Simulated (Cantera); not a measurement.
**Premixed flame**

A freely propagating, adiabatic, planar premixed flame of CH₄ : O₂ : N₂ = 1 : 1.54 : 5.78 (molar parts), unburnt at 700 K and 1.00 bar; mixture-averaged transport, grid criteria slope 0.08 and curve 0.16, no radiation.

Computed with Cantera and GRI-Mech 3.0 (53 species, 325 reactions). Burning velocities carry a grid error of a few per cent, more on coarse grids.

| z (mm) | T (K) | u (m/s) | x CH₄ | x O₂ | x HO₂ | x HCO | x CH₂CO | x HCN |
|---|---|---|---|---|---|---|---|---|
| -1.02 | 700 | 1.45 | 0.120 | 0.185 | 1.95e-7 | <1e-8 | <1e-8 | <1e-8 |
| -0.679 | 703 | 1.46 | 0.119 | 0.184 | 2.19e-6 | <1e-8 | 5.51e-8 | <1e-8 |
| -0.509 | 716 | 1.49 | 0.117 | 0.182 | 1.09e-5 | <1e-8 | 4.62e-7 | 4.38e-8 |
| -0.339 | 796 | 1.68 | 0.110 | 0.175 | 4.89e-5 | <1e-8 | 6.75e-6 | 4.55e-7 |
| -0.170 | 1205 | 2.60 | 0.0756 | 0.137 | 0.000106 | 2.14e-6 | 0.000105 | 4.48e-6 |
| -0.0848 | 1594 | 3.49 | 0.0410 | 0.0938 | 0.000143 | 2.63e-5 | 0.000269 | 1.13e-5 |
| 0 | 1945 | 4.31 | 0.0113 | 0.0465 | 6.85e-5 | 6.61e-5 | 0.000235 | 2.39e-5 |
| 0.0848 | 2116 | 4.70 | 0.00145 | 0.0183 | 1.15e-5 | 3.59e-5 | 5.49e-5 | 3.13e-5 |
| 0.170 | 2166 | 4.80 | 0.000123 | 0.00754 | 2.50e-6 | 6.38e-6 | 6.09e-6 | 2.35e-5 |
| 0.339 | 2191 | 4.84 | 8.62e-7 | 0.00283 | 1.02e-6 | 2.06e-7 | 6.94e-8 | 8.37e-6 |
| 0.679 | 2214 | 4.87 | <1e-8 | 0.00190 | 7.49e-7 | 1.21e-7 | <1e-8 | 1.25e-6 |
| 1.36 | 2244 | 4.93 | <1e-8 | 0.00138 | 5.52e-7 | 9.89e-8 | <1e-8 | 6.20e-8 |
| 2.71 | 2277 | 4.99 | <1e-8 | 0.000850 | 3.46e-7 | 7.41e-8 | <1e-8 | <1e-8 |
x: mole fraction of selected species; z is measured from the peak of heat release.

The laminar burning velocity is 144 cm/s. The thermal thickness comes out as 0.339 mm and the peak x(HO₂) comes out as 0.000144. The peak x(HCO) comes out as 6.63e-5. The peak x(CH₂CO) is 0.000301. The peak x(HCN) comes out as 3.13e-5.
